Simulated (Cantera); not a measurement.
# Gas activation for diamond growth

An isothermal, constant-pressure homogeneous reactor starts with CH₄ : H₂ = 0.03 : 1 (molar parts), at 2675 K and 10.00 Torr.

Computed with Cantera and GRI-Mech 3.0 (53 species, 325 reactions). GRI-Mech 3.0 stops at C3 and has no aromatics, soot or wall deposition, so with more carbon than oxygen in the feed, carbon stays in small species such as C2H2 where larger ones or solid carbon would form. Radical loss at walls, strong at low pressure, is not modelled.

```csv
t (s),x CH₄,x H₂,x H,x CH₃,x C₂H
0.000300,0.0205,0.954,0.0182,0.00681,8.98e-7
0.000662,0.0129,0.943,0.0320,0.00756,1.20e-5
0.00146,0.00475,0.938,0.0439,0.00385,4.44e-5
0.00322,0.00114,0.931,0.0544,0.00116,7.39e-5
0.00711,0.000263,0.920,0.0655,0.000324,9.56e-5
0.0157,6.32e-5,0.906,0.0807,9.75e-5,0.000121
0.0346,1.71e-5,0.880,0.107,3.58e-5,0.000162
0.0764,6.16e-6,0.834,0.153,1.95e-5,0.000238
0.169,2.22e-6,0.761,0.226,1.13e-5,0.000366
0.372,8.99e-7,0.681,0.307,6.96e-6,0.000521
0.821,5.78e-7,0.637,0.352,5.47e-6,0.000614
1.81,5.44e-7,0.630,0.358,5.29e-6,0.000627
4.00,5.44e-7,0.630,0.358,5.29e-6,0.000627
```
x: mole fraction; the columns are a selection and need not sum to one.

Equilibrium at this temperature and pressure: CH₄ 5.47e-7, H₂ 0.630, H 0.358, CH₃ 5.32e-6, C₂H 0.000627 (gas phase only).
